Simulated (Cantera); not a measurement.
An adiabatic, constant-pressure homogeneous reactor starts with CH4 : O2 : N2 = 1 : 2.04 : 9.59 (molar parts), equivalence ratio 0.98, at 1750 K and 500000 Pa.

Computed with Cantera and GRI-Mech 3.0 (53 species, 325 reactions).

Task: Predict: time of steepest temperature rise; temperature at 0.800 s; equilibrium temperature; x(O2) at 0.800 s; x(OH) at 0.800 s; x(NO2) at 0.800 s.

Result: 
| Property | Value |
|---|---|
| time of steepest temperature rise | 47.3 µs |
| temperature at 0.800 s | 2857 K |
| equilibrium temperature | 2857 K |
| x(O2) at 0.800 s | 0.0155 (gas-phase equilibrium 0.0155) |
| x(OH) at 0.800 s | 0.0153 (gas-phase equilibrium 0.0153) |
| x(NO2) at 0.800 s | 4.06e-6 (gas-phase equilibrium 4.06e-6) |
